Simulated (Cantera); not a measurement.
Input (Python, Cantera) and output of one run.

```python
import numpy as np
import cantera as ct

gas_names = [...]  # 139 gases of nasa_gas.yaml made of C, H, N, O, Pb
cond_names = """
    C(gr) C6H6(L) C7H8(L) C8H18(L),n-octa H2O(s) H2O(L) Pb(cr) Pb(L) PbO(rd) PbO(yw) PbO(L) PbO2(s)
    Pb3O4(s)
""".split()


# ... load() reads the species with a 1 bar reference pressure and builds the phases ...
atoms = {
    'Pb': {'Pb': 1},
    'H2': {'H': 2},
    'N2': {'N': 2},
    'CO': {'C': 1, 'O': 1},
}
top_T = {'C(gr)': 4500, 'Pb3O4(s)': 820}  # K; cautious upper limits of use, not melting points


# ... equilibrate(T, P, feed) seeds the gas with the atoms and calls Mixture.equilibrate('TP', solver="vcs", rtol=1e-11, max_steps=5000) ...
results = []
T = 798.15  # K
P = 13332.2  # Pa
for m in [0.049, 0.084, 0.12, 0.16, 0.19, 0.23, 0.26, 0.3, 0.33, 0.37, 0.4, 0.44]:
    feed = {'Pb': 1, 'H2': 5.1, 'N2': 1.5, 'CO': m}  # mol
    mix = equilibrate(T, P, feed)
    results.append((T, P, feed, dict(zip(mix.species_names, mix.species_moles))))

top = {s: max(r[3][s] / sum(r[3][g] for g in gas_names) for r in results) for s in gas_names}
cols = sorted((s for s in top if top[s] > 0.0001), key=lambda s: -top[s])[:9]
seen = [c for c in cond_names if any(r[3].get(c, 0) > 1e-12 for r in results)]
print("log10 of partial pressures in bar; condensed amounts in mol")
print(f"{'n(CO)':>10s}" + "".join(f"{s[:9]:>10s}" for s in cols + seen))
for T, P, feed, n in results:
    ng = sum(n[g] for g in gas_names)
    print(f"{feed['CO']:10.4g}" + "".join(f"{np.log10(max(n[s] / ng * P / 1e5, 1e-99)):10.3f}" for s in cols)
          + "".join(f"{n.get(c, 0):10.4g}" for c in seen))
```

Output:

```
log10 of partial pressures in bar; condensed amounts in mol
     n(CO)        H2        N2       CH4       H2O        CO       CO2       NH3     Pb(L)
     0.049    -0.996    -1.516    -3.014    -3.014    -4.570    -5.957    -4.769         1
     0.084    -1.003    -1.514    -2.787    -2.789    -4.099    -5.254    -4.778         1
      0.12    -1.010    -1.512    -2.641    -2.644    -3.788    -4.792    -4.787         1
      0.16    -1.017    -1.510    -2.527    -2.533    -3.540    -4.425    -4.797         1
      0.19    -1.022    -1.509    -2.461    -2.469    -3.394    -4.210    -4.804         1
      0.23    -1.029    -1.508    -2.390    -2.401    -3.235    -3.976    -4.814         1
      0.26    -1.034    -1.507    -2.346    -2.360    -3.134    -3.829    -4.821         1
       0.3    -1.041    -1.506    -2.296    -2.315    -3.019    -3.662    -4.830         1
      0.33    -1.046    -1.506    -2.263    -2.286    -2.944    -3.554    -4.837         1
      0.37    -1.052    -1.505    -2.226    -2.254    -2.856    -3.428    -4.846         1
       0.4    -1.056    -1.505    -2.201    -2.234    -2.798    -3.344    -4.853         1
      0.44    -1.062    -1.505    -2.172    -2.210    -2.727    -3.245    -4.862         1
```

These are equilibrium values from Cantera (NASA tables, ideal gas, pure condensed phases), not measurements of a reactor.
